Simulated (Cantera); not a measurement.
Thermodynamics of carbothermic reduction, feed SiO2 + CH4 + H2

Feed: 1 mol SiO2, 3 mol CH4, 0.64 mol H2, equilibrated at 1250 K.

Equilibrium computed with Cantera from the NASA thermochemical tables; the gas is ideal and each condensed phase is pure. Candidate condensed phases: C, C6H6, C7H8, C8H18, H2O, Si, SiC, SiO2; 123 gas species. Mutual solubility and eutectic melting of coexisting phases are not modelled. The tables hold silica as quartz up to 1696 K and as liquid above; real silica turns to tridymite and cristobalite and melts near 1996 K. Equilibrium is a limit: real reactors are often held back by kinetics, nucleation or transport.

```csv
P (Pa),x H2,x CO,x CH4,x SiO,x H,n C(graphite),n SiC(s),n SiO2(β-quartz)
10,0.768,0.231,6.49e-7,0.000128,4.24e-5,0.00221,0.999,0
68,0.768,0.231,4.42e-6,0.000128,1.63e-5,0.00220,0.999,0
460,0.960,0.0397,4.66e-5,2.20e-5,6.98e-6,2.59,0.137,0.863
3200,0.994,0.00571,0.000348,3.17e-6,2.69e-6,2.94,0.0191,0.981
22000,0.997,0.000830,0.00240,4.61e-7,1.03e-6,2.98,0.00276,0.997
150000,0.984,0.000122,0.0160,6.76e-8,3.91e-7,2.89,0.000407,1.000
1000000,0.909,1.83e-5,0.0909,1.01e-8,1.46e-7,2.45,0,1.000
```
x: gas mole fraction; n: condensed amount in mol.

From 10.0 Pa to 68.0 Pa the condensed part is C(graphite) + SiC(s). From 460 Pa to 150000 Pa the condensed part is C(graphite) + SiC(s) + SiO2(β-quartz). At 1000000 Pa the condensed part is C(graphite) + SiO2(β-quartz). The main Si-bearing gas is SiO at 10.0 Pa and SiH4 at 1000000 Pa.
